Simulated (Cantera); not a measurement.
A freely propagating, adiabatic, planar premixed flame of H2 : O2 : N2 = 1 : 0.455 : 1.71 (molar parts), unburnt at 675 K and 270 Torr; mixture-averaged transport, grid criteria slope 0.08 and curve 0.16, no radiation.

Detailed kinetics in Cantera: the H2/O2 subset of GRI-Mech 3.0, which has no nitrogen chemistry. Burning velocities carry a grid error of a few per cent, more on coarse grids.

**Question.** Predict: laminar burning velocity; thermal thickness; peak x(H2O2); peak x(O); peak x(OH); peak x(H).

**Answer.** 
```
Quantity                     Value
------------------------  --------
laminar burning velocity  892 cm/s
thermal thickness          1.88 mm
peak x(H2O2)               1.98e-6
peak x(O)                   0.0152
peak x(OH)                  0.0197
peak x(H)                   0.0905
```
